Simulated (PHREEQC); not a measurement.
## Spent oxide etchant (model solution)

Consider water at 25 °C with 0.038 mol HF and 0.00018 mol (NH4)2SiF6 per kg of water. Closed to the air; pH follows from the charge balance.

Computed with PHREEQC (ion-association model, phreeqc.dat).

No solid was allowed to form.

What pH, ionic strength does the model give?

pH 2.31; ionic strength 0.00585 mol/kgw.

In which forms is F present?

HF 82 %, F- 12 %, HF2- 3.0 %, SiF6-2 2.8 % of the F.

Species that the database lacks are ignored. SiF6-2 is the database's only silicon fluoride.
